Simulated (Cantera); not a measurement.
A diamond (100) surface in a fixed gas of H2 with x(CH4) = 0.0081, x(H) = 0.047, x(CH3) = 0.0007, 0.0130 bar; coverages are run to steady state.

Detailed kinetics in Cantera: the Harris–Goodwin 1993 mechanism for the reconstructed diamond (100) surface.

θ: site fractions in the mechanism's names (c6HH fully hydrogenated, c6H* and c6*H radical sites, c6** diradical, c6HM methylated).

```csv
T (K),growth (µm/h),θ c6HH,θ c6H*,θ c6*H,θ c6**,θ c6HM
900,[?],0.681,0.0104,0.288,0.00433,0.0124
975,[?],0.612,0.0161,0.352,0.00807,0.00887
1050,[?],0.547,0.0229,0.407,0.0136,0.00629
1125,[?],0.488,0.0304,0.454,0.0212,0.00398
1200,[?],0.436,0.0385,0.491,0.0310,0.00186
1275,[?],0.390,0.0467,0.519,0.0428,0.000610
1350,[?],0.349,0.0548,0.539,0.0567,0.000170
```

Q: Some entries are withheld; supply them.

A: 
- 900, growth (µm/h): 2.82
- 975, growth (µm/h): 4.22
- 1050, growth (µm/h): 5.67
- 1125, growth (µm/h): 6.34
- 1200, growth (µm/h): 5.15
- 1275, growth (µm/h): 3.36
- 1350, growth (µm/h): 2.64
